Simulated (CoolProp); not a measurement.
A simple Rankine cycle with R113: condensing at 330.15 K, boiler at 1.76 MPa, turbine inlet 499 K, turbine efficiency 0.9, pump efficiency 0.8, no recuperator. Each further row changes one setting.

The numbers come from the reference Helmholtz-energy equation of state, Marx 1992 in CoolProp.

```
case                             thermal efficiency (%)  net work (kJ/kg)  heat in (kJ/kg)  turbine exit temperature (K)  volume ratio over the turbine
-------------------------------  ----------------------  ----------------  ---------------  ----------------------------  -----------------------------
as stated                                          16.3              41.6              255                           [?]                            [?]
condensing temperature 322.15 K                    17.5              45.8              [?]                           [?]                            [?]
boiler pressure 1.23 MPa                           14.4              37.5              260                         440.0                           8.85
turbine efficiency 0.8                             14.5              36.9              255                           [?]                           13.4
```

**Question.** Fill in the missing entries.

**Answer.** 
- as stated, turbine exit temperature (K): 427.8
- as stated, volume ratio over the turbine: 13.2
- condensing temperature 322.15 K, heat in (kJ/kg): 262
- condensing temperature 322.15 K, turbine exit temperature (K): 422.0
- condensing temperature 322.15 K, volume ratio over the turbine: 16.9
- turbine efficiency 0.8, turbine exit temperature (K): 434.0
